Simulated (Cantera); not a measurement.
A diamond (100) surface in a fixed gas of H2 with x(CH4) = 0.019, x(CH3) = 1.9e-05, at 1273 K, 0.0987 atm; coverages are run to steady state.

Model: the Harris–Goodwin 1993 mechanism for the reconstructed diamond (100) surface, integrated in Cantera.

θ: site fractions in the mechanism's names (c6HH fully hydrogenated, c6H* and c6*H radical sites, c6** diradical, c6HM methylated).

| x(H) | growth (µm/h) | θ c6HH | θ c6H* | θ c6*H | θ c6** | θ c6HM |
|---|---|---|---|---|---|---|
| 0.0001 | (withheld) | 0.647 | 0.0286 | 0.320 | 0.00448 | 6.47e-5 |
| 0.00023 | (withheld) | 0.538 | 0.0369 | 0.413 | 0.0109 | 9.14e-5 |
| 0.00055 | (withheld) | 0.464 | 0.0423 | 0.473 | 0.0207 | 0.000117 |
| 0.0013 | (withheld) | 0.424 | 0.0447 | 0.500 | 0.0301 | 0.000134 |
| 0.003 | (withheld) | 0.406 | 0.0458 | 0.512 | 0.0365 | 0.000137 |
| 0.007 | (withheld) | 0.397 | 0.0463 | 0.516 | 0.0401 | 0.000125 |
| 0.016 | (withheld) | 0.393 | 0.0467 | 0.518 | 0.0418 | 9.83e-5 |
| 0.039 | (withheld) | 0.391 | 0.0472 | 0.518 | 0.0428 | 6.29e-5 |
| 0.09 | (withheld) | 0.391 | 0.0483 | 0.518 | 0.0435 | 3.50e-5 |

**Question.** What belongs in the gaps?

**Answer.** 
- 0.0001, growth (µm/h): 0.0212
- 0.00023, growth (µm/h): 0.0643
- 0.00055, growth (µm/h): 0.147
- 0.0013, growth (µm/h): 0.268
- 0.003, growth (µm/h): 0.445
- 0.007, growth (µm/h): 0.735
- 0.016, growth (µm/h): 1.15
- 0.039, growth (µm/h): 1.67
- 0.09, growth (µm/h): 2.07
